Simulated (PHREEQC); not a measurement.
# Brine (model solution)

Consider water at 20 °C with 5.9 mol KOH and 0.0069 mol Na2B4O7 per kg of water. Closed to the air; pH follows from the charge balance.

All values are PHREEQC results (Pitzer model, pitzer.dat), not measurements.

Precipitation was switched off in this run.

Estimate the pH, density, osmotic coefficient.

pH 15.77; density 1.214 g/cm³; osmotic coefficient 1.681.

In brines, pH and single-ion activities rest on the MacInnes convention.
